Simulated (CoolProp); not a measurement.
Saturated liquid density (kg/m³) of octamethyltrisiloxane (MDM): the reference equation beside estimates from Tc = 565.4 K, pc = 1438 kPa, ω = 0.528. Rackett uses Z = 0.29056 − 0.08775 ω.

Values from CoolProp's reference Helmholtz-energy equation of state, Thol 2017.

```
T (K)  reference  Rackett  van der Waals
-----  ---------  -------  -------------
254.6      858.3    971.8          487.0
257.2      855.8    969.0          485.8
259.8      853.2    966.2          484.7
262.4      850.7    963.4          483.5
265        848.1    960.7          482.4
267.5      845.7    958.0          481.2
270.1      843.1    955.1          480.0
272.7      840.5    952.3          478.9
275.3      838.0    949.5          477.7
277.9      835.4    946.7          476.5
280.5      832.8    943.8          475.2
283.1      830.3    941.0          474.0
285.7      827.7    938.1          472.8
288.3      825.1    935.2          471.6
```

Absolute difference from the reference over all 14 rows, mean and median: Rackett 13.3 and 13.3 %, van der Waals 43.0 and 43.0 %.
